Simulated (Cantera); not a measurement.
# Dilute partial oxidation

An isothermal, constant-pressure homogeneous reactor starts with 0.801 % CH₂O, 0.267 % O₂, 98.9 % N₂, equivalence ratio 3.0, at 1498 K and 3750 Torr.

Detailed kinetics in Cantera: GRI-Mech 3.0 (53 species, 325 reactions).

```
t (s)       x CH₂O      x O₂      x NO    x H₂O   x CH₂CO
--------  --------  --------  --------  -------  --------
8.00e-6    0.00798   0.00267    <1e-12  1.11e-6  1.61e-12
3.42e-5    0.00667   0.00257  1.73e-12  9.72e-5  7.09e-10
0.000146   1.91e-9  0.000431   2.78e-7  0.00367  4.10e-12
0.000626  5.15e-10   8.12e-7   9.60e-7  0.00373    <1e-12
0.00268   1.65e-10   2.72e-8   9.44e-7  0.00356    <1e-12
0.0114    8.45e-11   1.30e-9   8.36e-7  0.00350    <1e-12
0.0489    6.61e-11  6.82e-11   5.86e-7  0.00349    <1e-12
0.209     6.18e-11  4.21e-12   3.16e-7  0.00348    <1e-12
0.895     6.08e-11    <1e-12   1.23e-7  0.00348    <1e-12
3.83      6.06e-11    <1e-12   2.14e-8  0.00347    <1e-12
16.4      6.06e-11    <1e-12   1.60e-8  0.00347    <1e-12
70.0      6.06e-11    <1e-12   1.55e-8  0.00347    <1e-12
```
x: mole fraction; the columns are a selection and need not sum to one.

Equilibrium at this temperature and pressure: CH₂O 6.06e-11, O₂ <1e-12, NO 1.90e-9, H₂O 0.00348, CH₂CO <1e-12 (gas phase only).
